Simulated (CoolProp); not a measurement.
Properties of carbon monoxide along the isotherm -82.75 °C (Tc = -140.3 °C, pc = 3.498 MPa, ω = 0.050).

The numbers come from the reference Helmholtz-energy equation of state, Lemmon 2006 in CoolProp. It is a short technical equation, of lower accuracy than the large ones.

```
p (MPa)          phase  density (kg/m³)  Joule-Thomson coefficient (K/MPa)  expansivity (1/kK)
-------  -------------  ---------------  ---------------------------------  ------------------
0.404              gas            7.239                              5.739               5.484
0.807              gas            14.64                                  …               5.727
1.21               gas                …                              5.631               5.982
1.61               gas            29.97                              5.569                   …
2.02               gas            38.09                              5.498               6.534
2.42               gas            46.22                              5.421               6.825
2.83               gas            54.76                              5.336               7.136
3.23               gas            63.31                              5.246               7.451
3.63     supercritical            72.06                              5.148               7.777
4.04     supercritical            81.25                              5.041               8.120
4.44     supercritical                …                              4.929               8.463
4.84     supercritical            99.79                              4.811               8.812
5.25     supercritical            109.6                                  …               9.172
```

Question: What belongs in the gaps?

Answer: 
- 0.807, Joule-Thomson coefficient (K/MPa): 5.688
- 1.21, density (kg/m³): 22.24
- 1.61, expansivity (1/kK): 6.248
- 4.44, density (kg/m³): 90.42
- 5.25, Joule-Thomson coefficient (K/MPa): 4.683
